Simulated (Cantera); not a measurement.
Feed: 1 mol SiCl₄, 0.88 mol Cl₂, 4.4 mol H₂, at 1075 °C and 263 Torr.

These are equilibrium values from Cantera (NASA tables, ideal gas, pure condensed phases), not measurements of a reactor. Candidate condensed phases: Si; 19 gas species. The tables' values for SiCl₃ are old estimates; treat these amounts as uncertain. Kinetics and transport are ignored.

Base state: H₂ 0.527, HCl 0.315, SiCl₄ 0.125, SiCl₃ 0.0131, SiHCl₃ 0.0119, SiCl₂ 0.00683, SiH₂Cl₂ 0.000164 (mole fractions); condensed: gas only.

Problem. What changes in the equilibrium state with this change: Cl₂ from 0.88 to 0.64 mol?

Solution. 
```csv
species,before,after
H₂,0.527,0.577
HCl,0.315,0.261
SiCl₄,0.125,0.121
SiCl₂,0.00683,0.0105
SiHCl₃,0.0119,0.0151
SiCl₃,0.0131,0.0159
SiH₂Cl₂,0.000164,0.000277
```
